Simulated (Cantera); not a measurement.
A perfectly stirred reactor is fed with CH4 : H2O = 1 : 3.8 (molar parts), at 0.160 bar; it is held at 1325 K, and followed from long to short residence time.

Computed with Cantera and GRI-Mech 3.0 (53 species, 325 reactions).

Q: What does this change do: temperature 1325 to 1673 K?

A: 
```csv
quantity,before,after
x(CH4) at τ = 0.360 s,0.207,0.0464
x(H2O) at τ = 0.360 s,0.791,0.597
x(CH2O) at τ = 0.360 s,7.43e-7,5.23e-6
x(O2) at τ = 0.360 s,<1e-12,2.35e-9
x(C2H) at τ = 0.360 s,<1e-12,9.52e-8
x(CH4) at τ = 8.40 ms,0.208,0.162
x(H2O) at τ = 8.40 ms,0.792,0.762
x(CH2O) at τ = 8.40 ms,4.92e-9,3.82e-5
x(O2) at τ = 8.40 ms,<1e-12,5.24e-9
x(C2H) at τ = 8.40 ms,<1e-12,3.40e-8
```
